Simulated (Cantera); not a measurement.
An isothermal, constant-pressure homogeneous reactor starts with CO : O2 : H2O : N2 = 0.02 : 0.007 : 0.033 : 1 (molar parts), equivalence ratio 1.4, at 1050 K and 0.987 atm. Integrator tolerance rtol = 1e-08.

Detailed kinetics in Cantera: GRI-Mech 3.0 (53 species, 325 reactions).

Task: What does this change do: temperature 1050 to 1300 K?

Result: 
```tsv
quantity	before	after
x(CO) at 9.00 s	0.00245 (gas-phase equilibrium 0.00196)	0.00285 (gas-phase equilibrium 0.00285)
x(O2) at 9.00 s	1.76e-11 (gas-phase equilibrium <1e-12)	1.30e-11 (gas-phase equilibrium <1e-12)
x(H2O) at 9.00 s	0.0281 (gas-phase equilibrium 0.0276)	0.0285 (gas-phase equilibrium 0.0285)
x(HO2) at 9.00 s	<1e-12 (gas-phase equilibrium <1e-12)	<1e-12 (gas-phase equilibrium <1e-12)
x(H2) at 9.00 s	0.00325 (gas-phase equilibrium 0.00374)	0.00285 (gas-phase equilibrium 0.00285)
x(NO) at 9.00 s	8.18e-8 (gas-phase equilibrium <1e-12)	1.14e-6 (gas-phase equilibrium 8.32e-10)
```

Task: What does this change do: temperature 1050 to 973 K?

Result: 
| quantity | before | after |
|---|---|---|
| x(CO) at 9.00 s | 0.00245 (gas-phase equilibrium 0.00196) | 0.00334 (gas-phase equilibrium 0.00161) |
| x(O2) at 9.00 s | 1.76e-11 (gas-phase equilibrium <1e-12) | 7.89e-9 (gas-phase equilibrium <1e-12) |
| x(H2O) at 9.00 s | 0.0281 (gas-phase equilibrium 0.0276) | 0.0290 (gas-phase equilibrium 0.0273) |
| x(HO2) at 9.00 s | <1e-12 (gas-phase equilibrium <1e-12) | 6.38e-12 (gas-phase equilibrium <1e-12) |
| x(H2) at 9.00 s | 0.00325 (gas-phase equilibrium 0.00374) | 0.00235 (gas-phase equilibrium 0.00408) |
| x(NO) at 9.00 s | 8.18e-8 (gas-phase equilibrium <1e-12) | 6.63e-9 (gas-phase equilibrium <1e-12) |
